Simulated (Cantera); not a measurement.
Thermodynamics of roasting and sulfation, feed Fe₂O₃ + SO₃ + O₂

Charge: 1 mol Fe₂O₃, 2.1 mol SO₃, 0.078 mol O₂, at 83000 Pa.

These are equilibrium values from Cantera (NASA tables, ideal gas, pure condensed phases), not measurements of a reactor. Candidate condensed phases: Fe, FeO, FeS, FeSO₄, FeS₂, Fe₂O₃, Fe₂(SO₄)₃, Fe₃O₄, S; 12 gas species. Rates play no part.

| T (K) | x SO₂ | x O₂ | x SO₃ | x O | n Fe₂O₃(s) | n Fe₃O₄(s) |
|---|---|---|---|---|---|---|
| 1075 | 0.516 | 0.284 | 0.200 | 7.68e-10 | 1.00 | 0 |
| 1125 | 0.558 | 0.305 | 0.138 | 2.80e-9 | 1.00 | 0 |
| 1175 | 0.586 | 0.318 | 0.0953 | 9.04e-9 | 1.00 | 0 |
| 1225 | 0.606 | 0.328 | 0.0666 | 2.64e-8 | 1.00 | 0 |
| 1275 | 0.619 | 0.334 | 0.0474 | 7.08e-8 | 1.00 | 0 |
| 1325 | 0.627 | 0.338 | 0.0343 | 1.76e-7 | 1.00 | 0 |
| 1375 | 0.633 | 0.341 | 0.0253 | 4.08e-7 | 1.00 | 0 |
| 1425 | 0.638 | 0.343 | 0.0190 | 8.92e-7 | 1.00 | 0 |
| 1475 | 0.641 | 0.345 | 0.0146 | 1.85e-6 | 1.00 | 0 |
| 1525 | 0.643 | 0.346 | 0.0114 | 3.66e-6 | 1.00 | 0 |
| 1575 | 0.644 | 0.347 | 0.00898 | 6.92e-6 | 1.00 | 0 |
| 1625 | 0.646 | 0.347 | 0.00720 | 1.26e-5 | 1.00 | 0 |
| 1675 | 0.647 | 0.348 | 0.00585 | 2.21e-5 | 1.00 | 0 |
| 1725 | 0.615 | 0.380 | 0.00478 | 3.93e-5 | 0 | 0.667 |
x: gas mole fraction; n: condensed amount in mol.

From 1075 K to 1675 K the condensed part is Fe₂O₃(s). At 1725 K the condensed part is Fe₃O₄(s).
